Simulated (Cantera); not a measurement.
Charge: 1 mol V₂O₃, 52 mol H₂, equilibrated at 1748.15 K and 14.0 mbar.

These are equilibrium values from Cantera (NASA tables, ideal gas, pure condensed phases), not measurements of a reactor. Candidate condensed phases: H₂O, V, VO, V₂O₃, V₂O₄, V₂O₅; 12 gas species. Mutual solubility and eutectic melting of coexisting phases are not modelled. VO: taken at fixed stoichiometry. Condensed phases not in the tables: the oxides between V₂O₃ and V₂O₅ other than VO₂. Kinetics and transport are ignored.

Base state: H₂ 0.986, H₂O 0.0117, H 0.00192, VO₂ 1.08e-5 (mole fractions); condensed: VO(s) + V₂O₃(s).

Question: What changes in the equilibrium state with this change: V₂O₃ replaced by Cu₂O?

Answer: 
```
species        before    after
------------  -------  -------
H₂              0.986    0.958
Cu                  0   0.0209
H₂O            0.0117   0.0188
VO₂           1.08e-5        0
Cu₂                 0  3.17e-5
H             0.00192  0.00189
VO(s), mol       1.22        0
V₂O₃(s), mol    0.388        0
Cu(l), mol          0    0.888
```
Further candidate phases: Cu, CuO, Cu(OH)₂, Cu₂O.
